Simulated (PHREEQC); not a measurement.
Dissolve 1.2 mmol/kgw NaHSO4, 0.04 mmol/kgw NaOH and 13 mmol/kgw NaCl at 35 °C. Closed to the air; pH follows from the charge balance.

Equilibrium calculation in PHREEQC: ion-association model, wateq4f.dat.

This is a speciation only: nothing precipitates in the calculation.

Order these S species by the share of S that they hold, largest first: NaSO4-, HSO4-, SO4-2.

SO4-2 (89 %), HSO4- (7.1 %), NaSO4- (4.0 %)

The pH is 3.02 and the ionic strength 0.0163 mol/kgw.
